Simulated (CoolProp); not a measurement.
The fluid at 285.98 K and 0.356 MPa is throttled through a valve to 0.19 MPa with no heat exchange. The same conditions are run with several fluids, on thermodynamics alone (safety and materials aside).

The numbers come from the reference Helmholtz-energy equation of state of each fluid (R134a: Tillner-Roth 1994; R143a: Lemmon and Jacobsen 2000; carbon monoxide: Lemmon 2006; CH2F2 (R32): Tillner-Roth 1997; R404A: Lemmon 2003) in CoolProp. Blends and air are pseudo-pure fits.

Rank R134a, R143a, carbon monoxide, CH2F2 (R32), R404A by temperature change (K), highest first.

carbon monoxide (-0.5), R404A (-3.5), R143a (-3.8), R134a (-4.6), CH2F2 (R32) (-5.0)

```tsv
fluid	final density (kg/m³)
R134a	8.71
R143a	7.08
carbon monoxide	2.24
CH2F2 (R32)	4.36
R404A	8.21
```
